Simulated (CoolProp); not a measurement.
R1233zd(E) along the isobar 3.78 MPa: density (kg/m³) from the reference equation and from simpler models built on Tc = 438.9 K, pc = 3.583 MPa, ω = 0.304; each cubic takes its own stable root.

Model: reference Helmholtz-energy equation of state, Akasaka 2022, in CoolProp.

```
T (K)          phase  reference
-----  -------------  ---------
314.3         liquid       1235
324.7         liquid       1210
335.1         liquid       1183
345.6         liquid       1155
356           liquid       1126
366.5         liquid       1094
376.9         liquid       1061
387.4         liquid       1024
397.8         liquid      984.1
408.2         liquid      938.3
418.7         liquid      882.8
429.1         liquid      809.3
439.6  supercritical      660.5
450    supercritical      267.9
```

Q: How far does each simpler model (van der Waals, Redlich-Kwong, Peng-Robinson) lie from the reference over these 14 states: mean and median of the absolute difference, and the worst?

A: 
- van der Waals: mean 35.6 %, median 38.6 %, worst -39.5 % at 314.3 K and 3.78 MPa
- Redlich-Kwong: mean 15.9 %, median 16.0 %, worst -22.6 % at 439.6 K and 3.78 MPa
- Peng-Robinson: mean 3.6 %, median 1.6 %, worst -15.8 % at 439.6 K and 3.78 MPa
